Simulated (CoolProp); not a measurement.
Vapour-liquid equilibrium of acetone (1) + n-hexane (2) at 368.4 K; x and y are mole fractions of (1).

The numbers come from the multi-fluid Helmholtz-energy mixture model, Lemmon 2006 and Thol 2019; pair parameters Bell 2016 in CoolProp.

```csv
x,"bubble pressure, mixture model (MPa)","bubble pressure, Raoult's law (MPa)","y, mixture model","y, Raoult's law"
0.05,0.2571,0.2232,0.180,0.074
0.15,0.3108,0.2343,0.365,0.211
0.25,0.3427,0.2455,0.461,0.335
0.35,0.3619,0.2566,0.523,0.449
0.45,0.3736,0.2677,0.570,0.553
0.55,0.3803,0.2789,0.612,0.649
0.65,0.3830,0.2900,0.656,0.737
0.75,0.3808,0.3011,0.709,0.819
0.85,0.3711,0.3122,0.785,0.895
0.95,0.3483,0.3234,0.906,0.966
```

The largest gap from Raoult's law is +41.0 % in bubble pressure, at x = 0.35. y crosses x between x = 0.65 and 0.75: the model has an azeotrope there.

The pair parameters rest on a limited set of measurements; away from them the model extrapolates.
